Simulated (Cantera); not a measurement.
Input: 1 mol CCl₄, a varied amount of H₂, held at 3373.15 K and 5.80 mbar.

Equilibrium computed with Cantera from the NASA thermochemical tables; the gas is ideal and each condensed phase is pure. Candidate condensed phases: C, C₆H₆, C₇H₈, C₈H₁₈; 91 gas species. The tables' values for CCl are old estimates; treat these amounts as uncertain. The numbers say what is thermodynamically allowed, not how fast it happens.

At 0.2 mol H₂, list the 4 most abundant gas species with their mole fractions, and the condensed phases.

Cl 0.809, H 0.0777, C 0.0565, C₃ 0.0382. Condensed: gas only.
